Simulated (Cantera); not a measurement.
An isothermal, constant-pressure homogeneous reactor starts with N2O : H2 : N2 = 1 : 0.011 : 1.1 (molar parts), at 1573 K and 1.00 bar.

Computed with Cantera and GRI-Mech 3.0 (53 species, 325 reactions). GRI-Mech 3.0 was tuned for natural gas; its chemistry of N2O as a main component is partial and can be far from experiment. The temperature is held fixed by assumption; the heat of reaction is taken as removed at once.

Predict: x(N2O) at 30.0 s; x(H2) at 30.0 s; x(OH) at 30.0 s; x(O2) at 30.0 s; x(H2O) at 30.0 s; x(H) at 30.0 s.


```
Property                                            Value
----------------  ---------------------------------------
x(N2O) at 30.0 s  1.87e-6 (gas-phase equilibrium 1.01e-7)
x(H2) at 30.0 s   5.20e-8 (gas-phase equilibrium 4.68e-8)
x(OH) at 30.0 s   2.73e-5 (gas-phase equilibrium 2.87e-5)
x(O2) at 30.0 s       0.153 (gas-phase equilibrium 0.189)
x(H2O) at 30.0 s  0.00421 (gas-phase equilibrium 0.00421)
x(H) at 30.0 s    9.36e-9 (gas-phase equilibrium 8.86e-9)
```
